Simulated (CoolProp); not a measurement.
Ethylene along the isotherm 41.55 °C: density (kg/m³) from the reference equation and from simpler models built on Tc = 9.2 °C, pc = 5042 kPa, ω = 0.087; each cubic takes its own stable root.

Model: reference Helmholtz-energy equation of state, Smukala 2000, in CoolProp.

```csv
p (kPa),phase,reference,van der Waals,Soave-Redlich-Kwong
23.9,gas,0.2565,0.2565,0.2565
49.1,gas,0.5277,0.5276,0.5277
101,gas,1.088,1.088,1.088
207,gas,2.242,2.240,2.242
425,gas,4.652,4.647,4.653
873,gas,9.777,9.756,9.780
1790,gas,21.09,21.01,21.10
3680,gas,49.16,48.99,49.09
7560,supercritical,156.0,169.9,148.9
```
